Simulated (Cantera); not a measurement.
Charge: 1 mol B₂O₃, 0.23 mol N₂, 170 mol H₂, equilibrated at 16.0 Pa.

Equilibrium computed with Cantera from the NASA thermochemical tables; the gas is ideal and each condensed phase is pure. Candidate condensed phases: B, BN, B₂O₃, B₃O₃H₃, H₂O; 39 gas species. N₂ is the only nitrogen source here; it is nearly inert below about 1500 K, so the nitride shown seldom forms there in practice. Mutual solubility and eutectic melting of coexisting phases are not modelled. Equilibrium is a limit: real reactors are often held back by kinetics, nucleation or transport.

Task: Which condensed phases are stable at each of these points (T (°C)): 502, 602, 702, 802, 902, 1002, 1102, 1202?

Result: 
```csv
T (°C),condensed phases,B condensed (%)
502,BN(s) + B₂O₃(l),100.0
602,BN(s) + B₂O₃(l),100.0
702,BN(s) + B₂O₃(l),99.9
802,BN(s) + B₂O₃(l),99.3
902,BN(s) + B₂O₃(l),94.5
1002,B₂O₃(l),58.0
1102,gas only,0.0
1202,gas only,0.0
```

From 502 °C to 902 °C the condensed part is BN(s) + B₂O₃(l). At 1002 °C the condensed part is B₂O₃(l). From 1102 °C to 1202 °C nothing is condensed.
